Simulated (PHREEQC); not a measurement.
Solution (25 °C): 58 mmol/kgw HF and 1.3 mmol/kgw (CH3)4NF. Closed to the air; pH follows from the charge balance.

Computed with PHREEQC (ion-association model, phreeqc.dat).

```json
[
 {"quantity": "pH", "before": "2.24", "after": "2.51"},
 {"quantity": "ionic strength (mol/kgw)", "before": "0.00760", "after": "0.00466"},
 {"quantity": "HF (mol/kgw)", "before": "0.0505", "after": "0.0538"},
 {"quantity": "F- (mol/kgw)", "before": "0.00637", "after": "0.00380"},
 {"quantity": "HF2- (mol/kgw)", "before": "0.00123", "after": "0.000862"}
]
```

Question: Which change was made?
A. (CH3)4NF from 0.0013 to 0.00026 mol/kgw
B. diluted 100-fold with water
C. HF from 0.058 to 0.0638 mol/kgw
D. temperature from 25 to 85 °C
E. HF from 0.058 to 0.58 mol/kgw

Answer: D, temperature from 25 to 85 °C

No solid was allowed to form. (CH3)4N+ isn't in the database: it is added as a free cation with an ion size of 4 Å. Away from 25 °C the constants follow the database's enthalpies or fits; those with neither stay at their 25 °C values.
